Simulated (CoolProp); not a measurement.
Properties of propylene glycol along the isobar 1630 kPa.

Model: reference Helmholtz-energy equation of state, Eisenbach 2021, in CoolProp.

```
T (K)   phase  cv (kJ/(kg K))  isothermal compressibility (1/MPa)  expansivity (1/kK)
-----  ------  --------------  ----------------------------------  ------------------
334.7  liquid           2.342                           0.0005755              0.7836
350.9  liquid           2.414                           0.0006251              0.8111
367.2  liquid           2.484                           0.0006818              0.8423
383.4  liquid           2.551                           0.0007464              0.8772
399.6  liquid           2.616                           0.0008207              0.9167
415.8  liquid           2.679                           0.0009068              0.9617
432    liquid           2.739                            0.001007               1.013
448.2  liquid           2.797                            0.001126               1.072
464.4  liquid           2.852                            0.001268               1.140
480.6  liquid           2.905                            0.001439               1.220
496.8  liquid           2.956                            0.001648               1.314
513    liquid           3.004                            0.001909               1.426
529.2  liquid           3.051                            0.002242               1.563
545.4  liquid           3.096                            0.002680               1.734
561.7  liquid           3.140                            0.003284               1.958
```
